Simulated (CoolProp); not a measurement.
20 sccm (0 °C, 1 atm) of nitrogen bubbles through liquid n-decane at 321.2 K and leaves saturated at a total pressure of 0.0117 MPa (ideal gas phase). Each further row changes one setting.

Values from CoolProp's reference Helmholtz-energy equation of state, Lemmon 2006. It is a short technical equation, of lower accuracy than the large ones.

```
case                       vapour pressure (kPa)  mole fraction of vapour  delivery (mg/min)  delivery (sccm)  change of delivery for a bath 1 K warmer (%)
-------------------------  ---------------------  -----------------------  -----------------  ---------------  --------------------------------------------
as stated                                  0.787                   0.0673               9.16             1.44                                           6.4
bath temperature 326.2 K                    1.05                        ?                  ?             1.96                                             ?
total pressure 0.0234 MPa                  0.787                   0.0336               4.42                ?                                           6.2
```

Problem. Fill in the missing entries.

Solution. 
- bath temperature 326.2 K, mole fraction of vapour: 0.0894
- bath temperature 326.2 K, delivery (mg/min): 12.5
- bath temperature 326.2 K, change of delivery for a bath 1 K warmer (%): 6.3
- total pressure 0.0234 MPa, delivery (sccm): 0.696
